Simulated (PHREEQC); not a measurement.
1 kg of water holding 47 mmol/kgw KCl meets 20 L of dry gas (H2 1 by moles) at fixed total pressure, at 25 °C; fugacities by Peng-Robinson. The gases take part in no redox reaction, some water evaporates into the gas, and hydrates or a liquid gas phase aren't modelled. No solid was allowed to form.

Equilibrium calculation in PHREEQC: ion-association model, phreeqc.dat.

```json
[
 {"P (atm)": "2", "dissolved H2 (mol/kgw)": "0.00154", "φ of H2": "1.000"},
 {"P (atm)": "5", "dissolved H2 (mol/kgw)": "0.00388", "φ of H2": "1.001"},
 {"P (atm)": "10", "dissolved H2 (mol/kgw)": "0.00775", "φ of H2": "1.003"},
 {"P (atm)": "20", "dissolved H2 (mol/kgw)": "0.0154", "φ of H2": "1.005"},
 {"P (atm)": "30", "dissolved H2 (mol/kgw)": "0.0229", "φ of H2": "1.008"},
 {"P (atm)": "40", "dissolved H2 (mol/kgw)": "0.0303", "φ of H2": "1.011"},
 {"P (atm)": "50", "dissolved H2 (mol/kgw)": "0.0375", "φ of H2": "1.014"},
 {"P (atm)": "75", "dissolved H2 (mol/kgw)": "0.0551", "φ of H2": "1.022"},
 {"P (atm)": "100", "dissolved H2 (mol/kgw)": "0.0719", "φ of H2": "1.031"},
 {"P (atm)": "150", "dissolved H2 (mol/kgw)": "0.104", "φ of H2": "1.049"},
 {"P (atm)": "200", "dissolved H2 (mol/kgw)": "0.133", "φ of H2": "1.070"},
 {"P (atm)": "300", "dissolved H2 (mol/kgw)": "0.185", "φ of H2": "1.116"},
 {"P (atm)": "400", "dissolved H2 (mol/kgw)": "0.231", "φ of H2": "1.170"}
]
```

Complexes and solids missing from the database can't appear.
